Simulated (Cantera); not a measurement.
Feed: 1 mol Si3N4, 82 mol H2, equilibrated at 1252 °C.

Cantera equilibrium calculation (NASA polynomials, part measured and part estimated; ideal gas, pure solids and liquids). Candidate condensed phases: Si, Si3N4; 18 gas species. Mutual solubility and eutectic melting of coexisting phases are not modelled. Rates play no part.

x: gas mole fraction; n: condensed amount in mol.

| P (Pa) | x H2 | x N2 | x H | x Si | n Si(s) | n Si3N4(s) |
|---|---|---|---|---|---|---|
| 1 | 0.967 | 0.0237 | 0.00736 | 0.00189 | 2.84 | 0 |
| 5.20 | 0.973 | 0.0238 | 0.00324 | 0.000363 | 2.97 | 0 |
| 27 | 0.975 | 0.0238 | 0.00142 | 6.99e-5 | 2.99 | 0 |
| 140 | 0.976 | 0.0238 | 0.000624 | 1.35e-5 | 3.00 | 0 |
| 720 | 0.989 | ___ | ___ | ___ | ___ | ___ |
| 3700 | 0.998 | 0.00208 | 0.000123 | 5.10e-7 | 0.256 | 0.915 |
| 19000 | 1.000 | ___ | ___ | ___ | ___ | 0.983 |
| 100000 | 1.000 | 7.69e-5 | 2.37e-5 | 1.89e-8 | 0.00923 | 0.997 |

Some entries are withheld; supply them.


- 720, x N2: 0.0107
- 720, x H: 0.000277
- 720, x Si: 2.62e-6
- 720, n Si(s): 1.33
- 720, n Si3N4(s): 0.557
- 19000, x N2: 0.000405
- 19000, x H: 5.43e-5
- 19000, x Si: 9.94e-8
- 19000, n Si(s): 0.0496
